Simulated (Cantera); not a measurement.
**Equilibrium for iron carbonyl, mercury and lead vapours: Fe(CO)₅ + CO + H₂**

Input: 1 mol Fe(CO)₅, 0.21 mol CO, a varied amount of H₂, held at 1400 K and 1 atm.

Method: chemical equilibrium by Gibbs-energy minimisation in Cantera with the NASA 1993 tables (ideal gas, pure condensed phases). Candidate condensed phases: C, C₆H₆, C₇H₈, C₈H₁₈, Fe, Fe(CO)₅, FeO, Fe(OH)₂, Fe(OH)₃, Fe₂O₃, Fe₃O₄, H₂O; 114 gas species. Condensed phases not in the tables: cementite and carbon dissolved in iron. Equilibrium is a limit: real reactors are often held back by kinetics, nucleation or transport.

At 4.3 mol H₂ the condensed part is C(graphite) + Fe(γ). From 11 mol H₂ to 54 mol H₂ the condensed part is Fe(γ). The main Fe-bearing gas is Fe throughout.

```csv
n(H₂) (mol),x H₂,x CO,x CH₄,x H₂O,n C(graphite),n Fe(γ)
4.3,0.451,0.547,0.000888,0.000930,0.00530,1.00
11,0.677,0.321,0.00141,0.00116,0,1.00
19,0.783,0.214,0.00138,0.00123,0,1.00
26,0.831,0.166,0.00131,0.00120,0,1.00
33,0.862,0.135,0.00124,0.00116,0,1.000
40,0.883,0.114,0.00117,0.00111,0,1.000
47,0.899,0.0988,0.00112,0.00106,0,1.000
54,0.911,0.0871,0.00106,0.00102,0,1.000
```
x: gas mole fraction; n: condensed amount in mol.
